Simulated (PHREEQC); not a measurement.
Dissolve 3.5e-05 mol/kgw ZnSO4 and 6.7e-05 mol/kgw MgSO4 at 20 °C. Closed to the air; pH follows from the charge balance.

The numbers come from PHREEQC with the ion-association model, phreeqc.dat.

No solid was allowed to form.

What pH does the model give?

pH 6.73.

In which forms is S present?

SO4-2 98 %, MgSO4 1.1 %, ZnSO4 0.6 % of the S.

Species that the database lacks are ignored.
